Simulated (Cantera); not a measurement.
Input: 1 mol AlCl3, 4.4 mol HCl, 14 mol N2, 0.79 mol N2O, at 19.0 Pa.

Method: chemical equilibrium by Gibbs-energy minimisation in Cantera with the NASA 1993 tables (ideal gas, pure condensed phases). Candidate condensed phases: Al, AlCl3, AlN, Al2O3, H2O, NH4Cl; 45 gas species. The numbers say what is thermodynamically allowed, not how fast it happens. All values below are at 1275 K.

Base state: N2 0.701, HCl 0.209, Cl 0.0606, AlCl3 0.0224, Cl2 0.00715 (mole fractions); condensed: Al2O3(s).

What changes in the equilibrium state with this change: pressure from 19.0 Pa to 5300 Pa?


| species | before | after |
|---|---|---|
| N2 | 0.701 | 0.720 |
| HCl | 0.209 | 0.214 |
| Cl2 | 0.00715 | 0.0345 |
| Cl | 0.0606 | 0.00797 |
| AlCl3 | 0.0224 | 0.0231 |
| Al2O3(s), mol | 0.263 | 0.263 |

What changes in the equilibrium state with this change: N2O from 0.79 to 2.7 mol?


| species | before | after |
|---|---|---|
| N2 | 0.701 | 0.687 |
| HCl | 0.209 | 0.180 |
| Cl | 0.0606 | 0.0915 |
| O2 | 4.26e-8 | 0.0245 |
| AlCl3 | 0.0224 | 3.70e-6 |
| Cl2 | 0.00715 | 0.0163 |
| NO | 1.42e-7 | 0.000107 |
| H2O | 1.26e-6 | 0.000313 |
| Al2O3(s), mol | 0.263 | 0.500 |
